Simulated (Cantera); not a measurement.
Charge: 1 mol PbO, 0.85 mol CO, at 1500 K and 1.20 mbar.

Cantera equilibrium calculation (NASA polynomials, part measured and part estimated; ideal gas, pure solids and liquids). Candidate condensed phases: C, Pb, PbO, PbO2, Pb3O4; 15 gas species. Kinetics and transport are ignored.

Base state: Pb 0.458, CO2 0.457, PbO 0.0822, CO 0.00252, O2 0.000658 (mole fractions); condensed: gas only.

Problem. What changes in the equilibrium state with this change: CO from 0.85 to 0.81 mol?

Solution. 
```json
[
 {"species": "Pb", "before": "0.458", "after": "0.447"},
 {"species": "CO2", "before": "0.457", "after": "0.445"},
 {"species": "PbO", "before": "0.0822", "after": "0.105"},
 {"species": "O2", "before": "0.000658", "after": "0.00111"},
 {"species": "CO", "before": "0.00252", "after": "0.00189"}
]
```
Gases not in the tables: (PbO)n polymers.

Problem. What changes in the equilibrium state with this change: temperature from 1500 K to 1625 K?

Solution. 
```csv
species,before,after
Pb,0.458,0.458
CO2,0.457,0.452
PbO,0.0822,0.0812
CO,0.00252,0.00649
O2,0.000658,0.00306
O,3.00e-6,3.11e-5
```
